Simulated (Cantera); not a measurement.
Gas mixture: 31.2 % C₂H₄, 68.8 % C₂H₂, at 0.00810 bar, frozen composition.

Cantera's kinetic-theory transport with the Lennard-Jones parameters of GRI-Mech 3.0, ideal gas; thermal conductivity in the multicomponent form. The composition is frozen, though it would react at the higher temperatures.

D: mixture-averaged diffusion coefficient of that species in the mixture.

```json
[
 {"T (K)": "400", "ρ (kg/m³)": "0.00650", "cp (J/kg/K)": "1913", "μ (µPa s)": "13.5", "λ (mW/m/K)": "34.9", "Pr": "0.740", "D (cm²/s) OH": "___", "D (cm²/s) H₂O": "37.2", "D (cm²/s) H": "194"},
 {"T (K)": "600", "ρ (kg/m³)": "0.00433", "cp (J/kg/K)": "2329", "μ (µPa s)": "19.0", "λ (mW/m/K)": "59.5", "Pr": "0.742", "D (cm²/s) OH": "___", "D (cm²/s) H₂O": "81.4", "D (cm²/s) H": "401"},
 {"T (K)": "800", "ρ (kg/m³)": "0.00325", "cp (J/kg/K)": "2618", "μ (µPa s)": "23.6", "λ (mW/m/K)": "83.4", "Pr": "0.742", "D (cm²/s) OH": "___", "D (cm²/s) H₂O": "139", "D (cm²/s) H": "660"},
 {"T (K)": "1000", "ρ (kg/m³)": "0.00260", "cp (J/kg/K)": "2853", "μ (µPa s)": "27.8", "λ (mW/m/K)": "107", "Pr": "0.741", "D (cm²/s) OH": "___", "D (cm²/s) H₂O": "208", "D (cm²/s) H": "966"},
 {"T (K)": "1200", "ρ (kg/m³)": "0.00217", "cp (J/kg/K)": "3039", "μ (µPa s)": "31.5", "λ (mW/m/K)": "129", "Pr": "0.740", "D (cm²/s) OH": "___", "D (cm²/s) H₂O": "287", "D (cm²/s) H": "1320"},
 {"T (K)": "1400", "ρ (kg/m³)": "0.00186", "cp (J/kg/K)": "3187", "μ (µPa s)": "35.0", "λ (mW/m/K)": "151", "Pr": "0.739", "D (cm²/s) OH": "___", "D (cm²/s) H₂O": "375", "D (cm²/s) H": "1710"}
]
```

**Question.** Some entries are withheld; supply them.

**Answer.** 
- 400, D (cm²/s) OH: 52.2
- 600, D (cm²/s) OH: 106
- 800, D (cm²/s) OH: 173
- 1000, D (cm²/s) OH: 252
- 1200, D (cm²/s) OH: 342
- 1400, D (cm²/s) OH: 442
